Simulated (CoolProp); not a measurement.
A Linde-Hampson liquefier for oxygen: isothermal reversible compression at 290 K from 1 atm to 20 MPa, throttling to 1 atm, return gas leaving the recuperator 0 K below the feed. Each further row changes one setting.

Computed with CoolProp (reference Helmholtz-energy equation of state, Schmidt 1985).

```
case                        liquid yield per pass  compression work (kJ/kg of gas)
--------------------------  ---------------------  -------------------------------
as stated                                   0.116                              390
high pressure 40 MPa                        0.169                              441
warm-end temperature 320 K                  0.087                              435
warm-end gap 5 K                            0.106                              390
```

Above 300 K oxygen's equation is extrapolated.
